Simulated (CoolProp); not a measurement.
Vapour-liquid equilibrium of benzene (1) + n-dodecane (2) at 1.85 bar; x and y are mole fractions of (1).

Computed with CoolProp (multi-fluid Helmholtz-energy mixture model, Thol 2012 and Lemmon 2004; pair parameters Bell 2016).

**Question.** Give the bubble temperature and the first vapour's composition at x = 0.65, 0.8, 0.95. Is there an azeotrope?

**Answer.** x = 0.65: 391.1 K, y = 0.990; x = 0.8: 382.9 K, y = 0.996; x = 0.95: 376.1 K, y = 0.999. No azeotrope shows between x = 0.05 and 0.95.

The pair parameters rest on a limited set of measurements; away from them the model extrapolates.
